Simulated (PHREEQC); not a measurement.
Solution (25 °C): 4.25 mmol/kgw KHF2, 0.45 mmol/kgw NaF and 38 mmol/kgw LiCl. Closed to the air; pH follows from the charge balance.

Computed with PHREEQC (ion-association model, phreeqc.dat).

```yaml
pH: 3.26
ionic_strength: 0.0433 mol/kgw
specific_conductance: 4570 µS/cm
total_alkalinity: -4.25 meq/kg
```

```csv
species,molality,activity,log γ
Cl-,0.0380,0.0313,-0.084
Li+,0.0380,0.0319,-0.075
F-,0.00527,0.00432,-0.086
K+,0.00425,0.00349,-0.085
HF,0.00354,0.00357,0.004
H+,0.000641,0.000551,-0.066
Na+,0.000449,0.000374,-0.079
HF2-,7.15e-5,5.93e-5,-0.081
NaF,9.22e-7,9.31e-7,0.004
```

No solid was allowed to form. Species that the database lacks are ignored.
